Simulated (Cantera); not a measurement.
What does this Cantera script print?

```python
import numpy as np
import cantera as ct

gas_names = """
    Cr CrN H H2 N NH NH2 NH3 N2 N2H2 N2H4
""".split()
cond_names = """
    Cr(cr) Cr(L) CrN(s) Cr2N(s)
""".split()


# ... load() reads the species with a 1 bar reference pressure and builds the phases ...
atoms = {
    'Cr': {'Cr': 1},
    'NH3': {'N': 1, 'H': 3},
    'H2': {'H': 2},
}
top_T = {'CrN(s)': 1900, 'Cr2N(s)': 1900}  # K; cautious upper limits of use, not melting points


# ... equilibrate(T, P, feed) seeds the gas with the atoms and calls Mixture.equilibrate('TP', solver="vcs", rtol=1e-11, max_steps=5000) ...
results = []
feed = {'Cr': 1, 'NH3': 2.7, 'H2': 70}  # mol
P = 100000  # Pa
for T in [873, 1023, 1173, 1323, 1473, 1623, 1773, 1923, 2073, 2223, 2373, 2523, 2673, 2823]:
    mix = equilibrate(T, P, feed)
    results.append((T, P, feed, dict(zip(mix.species_names, mix.species_moles))))

top = {s: max(r[3][s] / sum(r[3][g] for g in gas_names) for r in results) for s in gas_names}
cols = sorted((s for s in top if top[s] > 0.0001), key=lambda s: -top[s])[:9]
seen = [c for c in cond_names if any(r[3].get(c, 0) > 1e-12 for r in results)]
print("log10 of partial pressures in bar; condensed amounts in mol")
print(f"{'T/K':>10s}" + "".join(f"{s[:9]:>10s}" for s in cols + seen))
for T, P, feed, n in results:
    ng = sum(n[g] for g in gas_names)
    print(f"{T:10.4g}" + "".join(f"{np.log10(max(n[s] / ng * P / 1e5, 1e-99)):10.3f}" for s in cols)
          + "".join(f"{n.get(c, 0):10.4g}" for c in seen))
```

Result:

```
log10 of partial pressures in bar; condensed amounts in mol
       T/K        H2         H        N2        Cr       NH3    Cr(cr)     Cr(L)    CrN(s)   Cr2N(s)
       873    -0.005   -10.332    -1.948   -17.972    -3.801         0         0         1         0
      1023    -0.005    -8.385    -1.946   -13.540    -4.280         0         0         1         0
      1173    -0.006    -6.932    -1.835   -10.447    -4.590         0         0         0       0.5
      1323    -0.006    -5.803    -1.835    -8.187    -4.873         0         0         0       0.5
      1473    -0.008    -4.902    -1.747    -6.496    -5.057         1         0         0         0
      1623    -0.008    -4.164    -1.747    -5.237    -5.242    0.9996         0         0         0
      1773    -0.008    -3.550    -1.747    -4.200    -5.396    0.9952         0         0         0
      1923    -0.008    -3.030    -1.747    -3.333    -5.525    0.9649         0         0         0
      2073    -0.010    -2.585    -1.749    -2.599    -5.638    0.8095         0         0         0
      2223    -0.015    -2.201    -1.753    -1.992    -5.741         0    0.2217         0         0
      2373    -0.020    -1.865    -1.756    -1.886    -5.830         0         0         0         0
      2523    -0.026    -1.569    -1.759    -1.889    -5.912         0         0         0         0
      2673    -0.036    -1.308    -1.764    -1.894    -5.991         0         0         0         0
      2823    -0.052    -1.078    -1.771    -1.902    -6.074         0         0         0         0
```

These are equilibrium values from Cantera (NASA tables, ideal gas, pure condensed phases), not measurements of a reactor.
